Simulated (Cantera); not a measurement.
Cantera run:

```python
import numpy as np
import cantera as ct

gas_names = """
    C CN CO CO2 C2 CCN CNC C2N2 C2O C3 C3O2 C4 C4N2 C5 Fe FeC5O5 FeO N NCO NO NO2 NO3 N2 N2O O O2 O3
""".split()
cond_names = """
    C(gr) Fe(a) Fe(c) Fe(d) Fe(L) FeC5O5(L) FeO(s) FeO(L) Fe2O3(s) Fe3O4(s)
""".split()


# ... load() reads the species with a 1 bar reference pressure and builds the phases ...
atoms = {
    'Fe(CO)5': {'Fe': 1, 'C': 5, 'O': 5},
    'N2': {'N': 2},
}
top_T = {'C(gr)': 4500, 'Fe2O3(s)': 1830, 'Fe3O4(s)': 1870}  # K; cautious upper limits of use, not melting points


# ... equilibrate(T, P, feed) seeds the gas with the atoms and calls Mixture.equilibrate('TP', solver="vcs", rtol=1e-11, max_steps=5000) ...
results = []
feed = {'Fe(CO)5': 1, 'N2': 1.7}  # mol
P = 1000  # Pa
for T in [923, 998, 1073, 1148, 1223, 1298, 1373, 1448, 1523]:
    mix = equilibrate(T, P, feed)
    results.append((T, P, feed, dict(zip(mix.species_names, mix.species_moles))))

top = {s: max(r[3][s] / sum(r[3][g] for g in gas_names) for r in results) for s in gas_names}
cols = sorted((s for s in top if top[s] > 0.0001), key=lambda s: -top[s])[:7]
seen = [c for c in cond_names if any(r[3].get(c, 0) > 1e-12 for r in results)]
print("log10 of partial pressures in bar; condensed amounts in mol")
print(f"{'T/K':>10s}" + "".join(f"{s[:9]:>10s}" for s in cols + seen))
for T, P, feed, n in results:
    ng = sum(n[g] for g in gas_names)
    print(f"{T:10.4g}" + "".join(f"{np.log10(max(n[s] / ng * P / 1e5, 1e-99)):10.3f}" for s in cols)
          + "".join(f"{n.get(c, 0):10.4g}" for c in seen))
```

Output:

```
log10 of partial pressures in bar; condensed amounts in mol
       T/K        CO        N2       CO2     C(gr)     Fe(a)     Fe(c)
       923    -2.139    -2.588    -3.780    0.1094         1         0
       998    -2.129    -2.594    -4.487   0.02174         1         0
      1073    -2.128    -2.595    -5.107  0.005236         1         0
      1148    -2.127    -2.596    -5.645  0.001517         1         0
      1223    -2.127    -2.596    -6.116 0.0005132         0         1
      1298    -2.127    -2.596    -6.530 0.0001976         0         1
      1373    -2.127    -2.596    -6.898 8.482e-05         0         1
      1448    -2.127    -2.596    -7.225 3.988e-05         0         1
      1523    -2.127    -2.596    -7.519 2.025e-05         0    0.9998
```

These are equilibrium values from Cantera (NASA tables, ideal gas, pure condensed phases), not measurements of a reactor. Condensed phases not in the tables: cementite and carbon dissolved in iron.
